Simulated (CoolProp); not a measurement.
Vapour-liquid equilibrium of propylene (1) + propane (2) at -53.85 °C; x and y are mole fractions of (1).

Values from CoolProp's multi-fluid Helmholtz-energy mixture model, Lemmon 2013 and Lemmon 2009; pair parameters Bell 2016.

```json
[
 {"x": "0.05", "bubble pressure (bar)": "…", "y at the bubble point": "0.070", "dew pressure at overall composition x (bar)": "0.5945", "liquid density (mol/L)": "13.53"},
 {"x": "0.2", "bubble pressure (bar)": "0.6341", "y at the bubble point": "0.257", "dew pressure at overall composition x (bar)": "0.6231", "liquid density (mol/L)": "13.69"},
 {"x": "0.35", "bubble pressure (bar)": "0.6651", "y at the bubble point": "…", "dew pressure at overall composition x (bar)": "0.6521", "liquid density (mol/L)": "…"},
 {"x": "0.5", "bubble pressure (bar)": "…", "y at the bubble point": "0.562", "dew pressure at overall composition x (bar)": "0.6807", "liquid density (mol/L)": "14.04"},
 {"x": "0.65", "bubble pressure (bar)": "0.7153", "y at the bubble point": "…", "dew pressure at overall composition x (bar)": "0.7075", "liquid density (mol/L)": "14.22"},
 {"x": "0.8", "bubble pressure (bar)": "0.7351", "y at the bubble point": "0.827", "dew pressure at overall composition x (bar)": "0.7313", "liquid density (mol/L)": "14.41"},
 {"x": "0.95", "bubble pressure (bar)": "0.7516", "y at the bubble point": "0.956", "dew pressure at overall composition x (bar)": "0.7509", "liquid density (mol/L)": "14.61"}
]
```

Question: Complete the blanks.

Answer: 
- 0.05, bubble pressure (bar): 0.5982
- 0.35, y at the bubble point: 0.418
- 0.35, liquid density (mol/L): 13.86
- 0.5, bubble pressure (bar): 0.6921
- 0.65, y at the bubble point: 0.697

No azeotrope shows between x = 0.05 and 0.95.

Pair parameters are fitted to limited data, so mixtures are less certain than the pure fluids.
